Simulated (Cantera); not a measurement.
A perfectly stirred reactor is fed with 9.08 % H2, 8.25 % O2, 82.5 % N2, 0.145 % NO, at 1.00 bar; it is adiabatic with a 325 K inlet, and is followed from long to short residence time, starting on the burning branch (τ in s: 0.31, 0.13, 0.053, 0.022, 0.009, 0.0037, 0.0015, 0.00063, 0.00026, 0.00011, 4.4e-05, 1.8e-05, 7.5e-06).

Computed with Cantera and GRI-Mech 3.0 (53 species, 325 reactions). The mechanism lacks 2 NO + O2 → 2 NO2 and HONO, so NO2 and the effect of NO are under-described below about 1400 K.

Predict: blow-out, bracketed by the residence times tried; x(H2) at τ = 0.310 s; x(O2) at τ = 0.310 s; x(NO) at τ = 0.310 s; x(H2O2) at τ = 0.310 s; x(HO2) at τ = 0.310 s; x(H2) at τ = 1.50 ms; x(O2) at τ = 1.50 ms; x(NO) at τ = 1.50 ms.


```
Item                                                                          Result
------------------------------------------------  ----------------------------------
blow-out, bracketed by the residence times tried  burning at 22.0 ms, out at 9.00 ms
x(H2) at τ = 0.310 s                                                        0.000500
x(O2) at τ = 0.310 s                                                          0.0391
x(NO) at τ = 0.310 s                                                         0.00146
x(H2O2) at τ = 0.310 s                                                       9.06e-7
x(HO2) at τ = 0.310 s                                                        2.54e-6
x(H2) at τ = 1.50 ms                                                          0.0908
x(O2) at τ = 1.50 ms                                                          0.0825
x(NO) at τ = 1.50 ms                                                         0.00145
```
